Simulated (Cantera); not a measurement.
Input: 1 mol SiCl₄, 4.5 mol HCl, 1.2 mol H₂, equilibrated at 823 K and 0.360 bar.

Equilibrium computed with Cantera from the NASA thermochemical tables; the gas is ideal and each condensed phase is pure. Candidate condensed phases: Si; 19 gas species. Rates play no part.

Base state: HCl 0.672, H₂ 0.179, SiCl₄ 0.149, SiHCl₃ 4.80e-5 (mole fractions); condensed: gas only.

Q: What changes in the equilibrium state with this change: SiCl₄ replaced by Si?

A: 
| species | before | after |
|---|---|---|
| H₂ | 0.179 | 0.679 |
| SiCl₄ | 0.149 | 0.211 |
| HCl | 0.672 | 0.108 |
| SiHCl₃ | 4.80e-5 | 0.00160 |
